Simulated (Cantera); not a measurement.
## Equilibrium for iron carbonyl, mercury and lead vapours: Pb + CO + N₂

Feed: 1 mol Pb, a varied amount of CO, 0.63 mol N₂, held at 1125 °C and 1.00 bar.

Cantera equilibrium calculation (NASA polynomials, part measured and part estimated; ideal gas, pure solids and liquids). Candidate condensed phases: C, Pb, PbO, PbO₂, Pb₃O₄; 27 gas species. Kinetics and transport are ignored.

```csv
n(CO) (mol),x CO,x N₂,x Pb,x CO₂,x Pb₂,n C(graphite),n Pb(l)
0.31,0.327,0.665,0.00854,0.000187,1.78e-6,0.000177,0.992
0.78,0.548,0.443,0.00854,0.000525,1.78e-6,0.000746,0.988
1.2,0.649,0.342,0.00854,0.000737,1.78e-6,0.00136,0.984
1.7,0.722,0.268,0.00854,0.000912,1.78e-6,0.00214,0.980
2.2,0.769,0.221,0.00854,0.00104,1.78e-6,0.00295,0.976
2.6,0.797,0.194,0.00854,0.00111,1.78e-6,0.00361,0.972
3.1,0.823,0.168,0.00854,0.00118,1.78e-6,0.00445,0.968
3.6,0.842,0.148,0.00854,0.00124,1.78e-6,0.00529,0.964
4,0.855,0.135,0.00854,0.00128,1.78e-6,0.00596,0.960
4.5,0.868,0.122,0.00854,0.00132,1.78e-6,0.00681,0.956
4.9,0.877,0.113,0.00854,0.00134,1.78e-6,0.00749,0.952
```
x: gas mole fraction; n: condensed amount in mol.

From 0.31 mol CO to 4.9 mol CO the condensed part is C(graphite) + Pb(l). The main Pb-bearing gas is Pb throughout. The share of Pb in condensed phases is highest at 0.31 mol CO (99.2 %) and lowest at 4.9 mol CO (95.2 %).
